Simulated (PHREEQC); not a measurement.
Synthetic water in mg/L, 25 °C, pH 6.89, pe 9.6:

```
constituent            mg/L
------------------  -------
Na                   0.0796
K                      2.18
Ca                    0.769
Mg                    0.317
Cl                     1.75
S(6) as SO4            1.75
Alkalinity as HCO3      2.4
Ba                  0.00186
Pb                     0.03
```

Valence states are taken as typed.

Model: ion-association model, phreeqc.dat, run in PHREEQC.

```csv
quantity,before,after
HCO3- (mol/kgw),3.93e-5,3.93e-5
CO2 (mol/kgw),1.12e-5,1.31e-5
Pb+2 (mol/kgw),1.02e-7,1.06e-7
CaSO4 (mol/kgw),5.45e-8,5.06e-8
MgSO4 (mol/kgw),4.88e-8,3.75e-8
PbCO3 (mol/kgw),2.35e-8,1.94e-8
SI of Pb(OH)2 (Pb(OH)2),-1.39,-1.73
SI of Anglesite (PbSO4),-4.00,-3.92
```

### Question
Which change was made?
A. temperature from 25 to 15 °C at the same typed pH
B. all concentrations times 3 at the same typed pH
C. Ca from 0.769 to 0.385 mg/L
D. pH from 6.89 to 7.89 at the same alkalinity

### Answer
A, temperature from 25 to 15 °C at the same typed pH

Precipitation was switched off in this run.
